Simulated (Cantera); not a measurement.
A perfectly stirred reactor is fed with CH4 : H2 : O2 : N2 = 1 : 0.041 : 2.27 : 5.9 (molar parts), equivalence ratio 0.89, at 10.0 bar; it is adiabatic with a 725 K inlet, and is followed from long to short residence time, starting on the burning branch (τ in s: 0.074, 0.037, 0.019, 0.0094, 0.0048, 0.0024, 0.0012, 0.00061, 0.0003, 0.00015, 7.7e-05, 3.9e-05).

Model: GRI-Mech 3.0 (53 species, 325 reactions), integrated in Cantera.

Problem. Predict: blow-out, bracketed by the residence times tried; x(CH4) at τ = 74.0 ms; x(H2) at τ = 74.0 ms; x(O2) at τ = 74.0 ms; x(H2O2) at τ = 74.0 ms; x(CH3) at τ = 74.0 ms; x(CH4) at τ = 1.20 ms; x(H2) at τ = 1.20 ms; x(O2) at τ = 1.20 ms; x(H2O2) at τ = 1.20 ms; x(CH3) at τ = 1.20 ms.

Solution. blow-out, bracketed by the residence times tried: burning at 39.0 µs, the shortest tried
x(CH4) at τ = 74.0 ms: 1.27e-7
x(H2) at τ = 74.0 ms: 0.00513
x(O2) at τ = 74.0 ms: 0.0284
x(H2O2) at τ = 74.0 ms: 1.10e-6
x(CH3) at τ = 74.0 ms: 8.58e-8
x(CH4) at τ = 1.20 ms: 7.40e-6
x(H2) at τ = 1.20 ms: 0.00526
x(O2) at τ = 1.20 ms: 0.0306
x(H2O2) at τ = 1.20 ms: 1.15e-6
x(CH3) at τ = 1.20 ms: 5.00e-6
